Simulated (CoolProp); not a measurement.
The fluid at 309.57 K and 1.65 MPa is compressed adiabatically to 6.19 MPa with isentropic efficiency 0.85. The same conditions are run with several fluids, on thermodynamics alone (safety and materials aside).

Computed with CoolProp (reference Helmholtz-energy equation of state of each fluid (sulfur hexafluoride: Guder 2009; hydrogen chloride: Thol 2018; methane: Setzmann 1991; oxygen: Schmidt 1985; R13: Platzer 1990)). The equations of Platzer and Polt are older, rougher fits.

| fluid | work (kJ/kg) | final temperature (K) | final phase | final density (kg/m³) |
|---|---|---|---|---|
| sulfur hexafluoride | 20.9 | 370.0 | supercritical | 481 |
| hydrogen chloride | 121 | 474.2 | gas | 62.2 |
| methane | ? | ? | supercritical | 28.0 |
| oxygen | 152 | ? | supercritical | 49.9 |
| R13 | 33.7 | 384.7 | supercritical | 267 |

Task: Complete the blanks.

Result: 
- methane, work (kJ/kg): 285
- methane, final temperature (K): 432.0
- oxygen, final temperature (K): 472.3

Above 300 K oxygen's equation is extrapolated.
